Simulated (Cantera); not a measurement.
An isothermal, constant-pressure homogeneous reactor starts with H2 : O2 : N2 = 1.6 : 1 : 1.4 (molar parts), equivalence ratio 0.80, at 798 K and 0.110 bar.

Cantera simulation using GRI-Mech 3.0 (53 species, 325 reactions); the numbers are that mechanism's predictions, not measurements. Radical loss at walls, strong at low pressure, is not modelled. Below about 950 K walls govern HO2 and H2O2 in real vessels. The temperature is held fixed by assumption; the heat of reaction is taken as removed at once.

One state of this run: x H2 = 0.271; x O2 = 0.189; x NO = 5.49e-9; x H2O2 = 1.32e-5; x H2O = 0.162; x O = 3.86e-7; x OH = 2.29e-7. x: mole fraction; the columns are a selection and need not sum to one.

Which value of t (s) does it belong to?
A) 0.00144
B) 0.00756
C) 5.24e-5
D) 0.0397

D, 0.0397
